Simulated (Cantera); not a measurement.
An isothermal, constant-pressure homogeneous reactor starts with 1.18 % C2H6, 98.8 % H2, at 1698 K and 0.293 Torr.

Cantera simulation using GRI-Mech 3.0 (53 species, 325 reactions); the numbers are that mechanism's predictions, not measurements. GRI-Mech 3.0 stops at C3 and has no aromatics, soot or wall deposition, so with more carbon than oxygen in the feed, carbon stays in small species such as C2H2 where larger ones or solid carbon would form. Radical loss at walls, strong at low pressure, is not modelled.

Problem. Predict: x(C2H6) at 50.0 s; x(H2) at 50.0 s; x(CH4) at 50.0 s; x(C2H2) at 50.0 s; x(CH2) at 50.0 s; x(C2H4) at 50.0 s.

Solution. 
```json
{
 "x(C2H6) at 50.0 s": "1.32e-8 (gas-phase equilibrium <1e-12)",
 "x(H2) at 50.0 s": "0.984 (gas-phase equilibrium 0.981)",
 "x(CH4) at 50.0 s": "0.00209 (gas-phase equilibrium 5.23e-6)",
 "x(C2H2) at 50.0 s": "0.0104 (gas-phase equilibrium 0.0114)",
 "x(CH2) at 50.0 s": "4.36e-7 (gas-phase equilibrium 6.05e-9)",
 "x(C2H4) at 50.0 s": "1.37e-6 (gas-phase equilibrium 2.15e-7)"
}
```
